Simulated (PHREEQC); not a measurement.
1.1 g of hydrous ferric oxide (600 m²/g; 0.2 weak and 0.005 strong sites per Fe, Dzombak-Morel constants, diffuse double layer) in 1 kg of water with 0.1 mol/kgw of an inert sodium salt and 0.00093 mol/kgw ZnCl2, at 25 °C; the pH is set by adding NaOH or the inert anion's acid. Oxygen is held at 0.21 atm. The system is closed to CO2. Nothing may precipitate in this run.

Computed with PHREEQC (ion-association model, wateq4f.dat).

| pH | Zn sorbed (%) | surface charge σ (C/m²) | surface potential ψ (mV) |
|---|---|---|---|
| 3 | 0.0 | 0.364 | 152 |
| 3.38 | 0.0 | 0.355 | 151 |
| 3.75 | 0.0 | 0.339 | ? |
| 4.12 | 0.2 | 0.312 | 144 |
| 4.5 | 0.8 | 0.274 | 138 |
| 4.88 | 2.8 | 0.231 | 129 |
| 5.25 | 5.7 | 0.189 | 119 |
| 5.62 | 9.4 | 0.151 | 108 |
| 6 | 18.7 | 0.119 | 96 |
| 6.38 | 38.9 | 0.098 | 87 |
| 6.75 | 62.6 | 0.085 | 80 |
| 7.12 | 81.2 | 0.074 | 74 |
| 7.5 | ? | 0.060 | 64 |
| 7.88 | 97.5 | 0.044 | 52 |
| 8.25 | 99.2 | 0.029 | ? |
| 8.62 | 99.7 | 0.016 | 21 |
| 9 | 99.7 | 0.003 | 4 |

**Question.** What belongs in the gaps?

**Answer.** 
- 3.75, surface potential ψ (mV): 148
- 7.5, Zn sorbed (%): 92.5
- 8.25, surface potential ψ (mV): 37

Complexes and solids missing from the database can't appear. The oxide is taken as insoluble; below pH 4 it would dissolve.
